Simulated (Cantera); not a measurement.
## Ammonia decomposition in nitride growth gas

An isothermal, constant-pressure homogeneous reactor starts with 90.1 % NH3, 9.91 % N2, at 2100 K and 13300 Pa.

Detailed kinetics in Cantera: the gas-phase N/H chemistry of the illustrative SiF4/NH3 mechanism in the Surface Chemkin manual (1991). Walls and surfaces, which speed up NH3 decomposition in real reactors, are not modelled.

```
t (s)       x NH3    x N2     x NH      x H2       x H    x N2H2
--------  -------  ------  -------  --------  --------  --------
1.00e-5     0.901  0.0991  1.28e-8   3.48e-5   1.08e-6   3.85e-9
2.68e-5     0.901  0.0991  1.34e-7   9.54e-5   1.09e-6   4.46e-8
7.20e-5     0.900  0.0991  1.27e-6  0.000263   1.17e-6   4.37e-7
0.000193    0.899  0.0991  6.90e-6  0.000827   1.90e-6   3.56e-6
0.000518    0.894  0.0996  1.61e-5   0.00360   5.53e-6   1.21e-5
0.00139     0.882   0.102  1.93e-5    0.0135   1.45e-5   1.37e-5
0.00373     0.849   0.109  2.22e-5    0.0396   3.58e-5   1.27e-5
0.0100      0.769   0.126  2.59e-5     0.103   8.60e-5   1.07e-5
0.0268      0.600   0.162  2.78e-5     0.237  0.000200   7.19e-6
0.0720      0.337   0.217  2.54e-5     0.444  0.000439   3.29e-6
0.193      0.0973   0.268  1.77e-5     0.633  0.000938   7.51e-7
0.518     0.00415   0.288  7.05e-6     0.705   0.00313   2.75e-8
1.39      3.01e-5   0.288  2.72e-7     0.705   0.00721  1.38e-11
3.73      6.79e-6   0.288  6.14e-8     0.705   0.00721    <1e-12
10.0      2.27e-6   0.288  2.06e-8     0.705   0.00721    <1e-12
```
x: mole fraction; the columns are a selection and need not sum to one.

Equilibrium at this temperature and pressure: NH3 7.25e-7, N2 0.288, NH 6.56e-9, H2 0.705, H 0.00721, N2H2 <1e-12 (gas phase only).
